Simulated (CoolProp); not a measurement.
Computed with CoolProp (reference Helmholtz-energy equation of state, Tillner-Roth 1997).

Problem. Give the vapour pressure (kPa), vapour density (kg/m³), enthalpy of vaporisation (kJ/kg), surface tension (mN/m) of saturated CH2F2 (R32) at -70.05, -55.55, -11.95 °C.

Solution. 
```tsv
T (°C)	p (kPa)	vapour density (kg/m³)	enthalpy of vaporisation (kJ/kg)	surface tension (mN/m)
-70.05	36.0	1.13	401	24.4
-55.55	82.7	2.47	386	21.4
-11.95	544	14.8	333	13.1
```

Surface tension comes from a separate correlation (Mulero 2012).
